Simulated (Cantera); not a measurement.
# Adiabatic ignition

An adiabatic, constant-pressure homogeneous reactor starts with 25.9 % CO, 2.85 % H2, 15.0 % O2, 56.2 % N2, equivalence ratio 0.96, at 1625 K and 101000 Pa.

Cantera simulation using GRI-Mech 3.0 (53 species, 325 reactions); the numbers are that mechanism's predictions, not measurements.

```
t (s)     T (K)   x CO     x H2    x O2    x NO2      x O
--------  -----  -----  -------  ------  -------  -------
2.00e-6    1625  0.259   0.0285   0.150   <1e-12  6.59e-7
7.97e-6    1625  0.259   0.0284   0.150   <1e-12  3.09e-5
3.17e-5    1764  0.206  0.00230  0.0942  2.29e-9   0.0380
0.000126   2234  0.151  0.00311  0.0662  3.84e-8   0.0365
0.000503   2676  0.124  0.00236  0.0585  6.20e-7   0.0172
0.00200    2795  0.113  0.00208  0.0505  3.70e-6   0.0120
0.00798    2791  0.112  0.00209  0.0486  5.02e-6   0.0115
0.0318     2791  0.112  0.00209  0.0485  5.03e-6   0.0115
0.127      2791  0.112  0.00209  0.0485  5.03e-6   0.0115
0.504      2791  0.112  0.00209  0.0485  5.03e-6   0.0115
2.01       2791  0.112  0.00209  0.0485  5.03e-6   0.0115
8.00       2791  0.112  0.00209  0.0485  5.03e-6   0.0115
```
x: mole fraction; the columns are a selection and need not sum to one.

The time of steepest temperature rise comes out as 29.7 µs. The temperature at 8.00 s is 2791 K and the equilibrium temperature is 2791 K. The x(CO) at 8.00 s comes out as 0.112 (gas-phase equilibrium 0.112) and the x(H2) at 8.00 s comes out as 0.00209 (gas-phase equilibrium 0.00209). The x(O2) at 8.00 s is 0.0485 (gas-phase equilibrium 0.0485).
